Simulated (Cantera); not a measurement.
# Boron, boron nitride and boron oxide: B + H2

Charge: 1 mol B, 51 mol H2, held at 1177 °C and 0.248 Torr.

Method: chemical equilibrium by Gibbs-energy minimisation in Cantera with the NASA 1993 tables (ideal gas, pure condensed phases). Candidate condensed phases: B; 7 gas species. Equilibrium is a limit: real reactors are often held back by kinetics, nucleation or transport.

```yaml
x(H2): 0.999
x(H): 0.000520
x(BH2): 5.78e-6
n(B(s)): 1.000 mol
gas_amount: 51.01 mol
```
